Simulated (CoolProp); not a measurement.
A single-stage vapour-compression cycle with tetrahydrofuran: evaporating at 318.15 K (dew point), condensing at 387.15 K (bubble point), superheat 8 K, subcooling 0 K, compressor efficiency 0.7, no pressure losses. Each further row changes one setting.

Values from CoolProp's reference Helmholtz-energy equation of state, Fiedler 2023.

```csv
case,cooling COP,pressure ratio,discharge temperature (K),refrigerating effect (kJ/kg),volumetric capacity (kJ/m³)
as stated,2.59,7.92,417.8,307,404
evaporating temperature 323.15 K,2.89,…,414.9,312,488
condensing temperature 382.15 K,…,7.01,412.5,317,418
subcooling 5 K,2.68,7.92,417.8,317,418
superheat 18 K,2.61,7.92,427.5,319,407
compressor efficiency 0.6,2.22,7.92,…,307,404
```

**Question.** Complete the blanks.

**Answer.** 
- evaporating temperature 323.15 K, pressure ratio: 6.58
- condensing temperature 382.15 K, cooling COP: 2.86
- compressor efficiency 0.6, discharge temperature (K): 430.0
